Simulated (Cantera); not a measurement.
Boron, boron nitride and boron oxide: BCl3 + NH3 + H2

A closed system holds: 1 mol BCl3, a varied amount of NH3, 160 mol H2, held at 1325 K and 43.0 mbar.

Cantera equilibrium calculation (NASA polynomials, part measured and part estimated; ideal gas, pure solids and liquids). Candidate condensed phases: B, BN, NH4Cl; 21 gas species. Mutual solubility and eutectic melting of coexisting phases are not modelled. Kinetics and transport are ignored.

From 0.2 mol NH3 to 0.92 mol NH3 the condensed part is B(s) + BN(s). From 1.5 mol NH3 to 7.2 mol NH3 the condensed part is BN(s).

```csv
n(NH3) (mol),x H2,x HCl,x N2,x BCl3,x H,x BCl,n B(s),n BN(s)
0.2,0.981,0.0185,6.36e-10,1.65e-5,7.81e-6,1.82e-6,0.797,0.200
0.33,0.982,0.0185,6.36e-10,1.64e-5,7.81e-6,1.81e-6,0.667,0.330
0.55,0.982,0.0184,6.36e-10,1.63e-5,7.81e-6,1.81e-6,0.447,0.550
0.92,0.982,0.0184,6.36e-10,1.61e-5,7.81e-6,1.80e-6,0.0767,0.920
1.5,0.980,0.0183,0.00152,1.03e-8,7.81e-6,1.16e-9,0,1.000
2.6,0.977,0.0181,0.00481,5.60e-9,7.80e-6,6.46e-10,0,1.000
4.3,0.973,0.0177,0.00973,3.73e-9,7.78e-6,4.47e-10,0,1.000
7.2,0.965,0.0171,0.0177,2.53e-9,7.75e-6,3.22e-10,0,1.000
```
x: gas mole fraction; n: condensed amount in mol.
